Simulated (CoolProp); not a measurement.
A Linde-Hampson liquefier for ethylene: isothermal reversible compression at 300 K from 1 atm to 15 MPa, throttling to 1 atm, return gas leaving the recuperator 5 K below the feed. Each further row changes one setting.

The numbers come from the reference Helmholtz-energy equation of state, Smukala 2000 in CoolProp.

```csv
case,liquid yield per pass,compression work (kJ/kg of gas)
as stated,?,360
high pressure 30 MPa,?,?
warm-end temperature 330 K,?,?
warm-end gap 10 K,?,360
```

### Question
Fill in the missing entries.

### Answer

- as stated, liquid yield per pass: 0.460
- high pressure 30 MPa, liquid yield per pass: 0.475
- high pressure 30 MPa, compression work (kJ/kg of gas): 397
- warm-end temperature 330 K, liquid yield per pass: 0.351
- warm-end temperature 330 K, compression work (kJ/kg of gas): 425
- warm-end gap 10 K, liquid yield per pass: 0.454
